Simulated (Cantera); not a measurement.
A Cantera script and what it prints.

```python
import numpy as np
import cantera as ct

gas_names = """
    C CH CH2 CH3 CH4 C2 C2H C2H2,acetylene C2H2,vinylidene C2H3,vinyl C2H4 C2H5 C2H6 C3 C3H3,propargyl
    C3H4,allene C3H4,propyne C3H4,cyclo- C3H5,allyl C3H6,propylene C3H6,cyclo- C3H7,n-propyl
    C3H7,i-propyl C3H8 C4 C4H2 C4H4,1,3-cyclo- C4H6,butadiene C4H6,2-butyne C4H6,cyclo- C4H8,1-butene
    C4H8,cis2-buten C4H8,tr2-butene C4H8,isobutene C4H8,cyclo- C4H9,n-butyl C4H9,i-butyl C4H9,s-butyl
    C4H9,t-butyl C4H10,isobutane C4H10,n-butane C5 C5H6,1,3cyclo- C5H8,cyclo- C5H10,1-pentene
    C5H10,cyclo- C5H11,pentyl C5H11,t-pentyl C5H12,n-pentane C5H12,i-pentane CH3C(CH3)2CH3 C6H2
    C6H5,phenyl C6H6 C6H10,cyclo- C6H12,1-hexene C6H12,cyclo- C6H13,n-hexyl C7H7,benzyl C7H8
    C7H14,1-heptene C7H15,n-heptyl C7H16,n-heptane C8H8,styrene C8H10,ethylbenz C8H16,1-octene
    C8H17,n-octyl C8H18,isooctane C8H18,n-octane C9H19,n-nonyl C10H8,naphthale C10H21,n-decyl
    C12H9,o-bipheny C12H10,bipheny H H2 Si SiC SiC2 SiC4H12 SiH SiH2 SiH3 SiH4 Si2 Si2C Si3
""".split()
cond_names = """
    C(gr) C6H6(L) C7H8(L) C8H18(L),n-octa Si(cr) Si(L) SiC(b)
""".split()


def load(file, names, dense=False):
    # The tables refer to 1 bar. Condensed volumes are neglected.
    table = {s.name: s for s in ct.Species.list_from_file(file)}
    out = []
    for n in names:
        d = dict(table[n].input_data)
        d["thermo"] = dict(d["thermo"], **{"reference-pressure": 1e5})
        if dense:
            d["equation-of-state"] = {"model": "constant-volume", "density": "1e6 g/cm^3"}
        out.append(ct.Species.from_dict(d))
    return out


gas = ct.Solution(thermo="ideal-gas", species=load("nasa_gas.yaml", gas_names))
cond = {s.name: ct.Solution(thermo="fixed-stoichiometry", species=[s], name=s.name)
        for s in load("nasa_condensed.yaml", cond_names, dense=True)}
atoms = {
    'SiH4': {'Si': 1, 'H': 4},
    'C3H8': {'C': 3, 'H': 8},
    'H2': {'H': 2},
}
top_T = {'C(gr)': 4500, 'SiC(b)': 3050}  # K; cautious upper limits of use, not melting points


def equilibrate(T, P, feed):
    n = {}
    for name, mol in feed.items():
        for a, k in atoms[name].items():
            n[a] = n.get(a, 0.0) + k * mol
    gas.TPX = T, P, n
    mass = sum(n.values()) * gas.mean_molecular_weight
    gas.equilibrate("TP")
    valid = [c for c in cond.values() if c.min_temp <= T <= top_T.get(c.name, c.max_temp)]
    mix = ct.Mixture([(gas, mass / gas.mean_molecular_weight)] + [(c, 0.0) for c in valid])
    mix.T, mix.P = T, P
    mix.equilibrate("TP", solver="vcs", rtol=1e-11, max_steps=5000)
    return mix


results = []
feed = {'SiH4': 1, 'C3H8': 0.52, 'H2': 2.2}  # mol
T = 2398  # K
P = 900  # Pa
mix = equilibrate(T, P, feed)
results.append((T, P, feed, dict(zip(mix.species_names, mix.species_moles))))
x = sorted(zip(gas.X, gas.species_names), reverse=True)
print(f"T = {T:g} K  P = {P:g} Pa  gas = {mix.phase_moles(0):.4g} mol")
print("   x: " + "  ".join(f"{s} {v:.3e}" for v, s in x if v > 0.001))
print("   condensed (mol): " + ("  ".join(f"{mix.phase(i).name} {mix.phase_moles(i):.4g}"
      for i in range(1, mix.n_phases) if mix.phase_moles(i) > 1e-12) or "none"))
```

It prints:

```
T = 2398 K  P = 900 Pa  gas = 7.237 mol
   x: H2 7.879e-01  H 1.474e-01  Si 4.439e-02  SiC2 8.468e-03  C2H2,acetylene 5.443e-03  Si2C 4.823e-03  SiH 1.161e-03
   condensed (mol): C(gr) 0.7865  SiC(b) 0.5356
```

These are equilibrium values from Cantera (NASA tables, ideal gas, pure condensed phases), not measurements of a reactor. Gases not in the tables: Si2H6 and higher silanes.
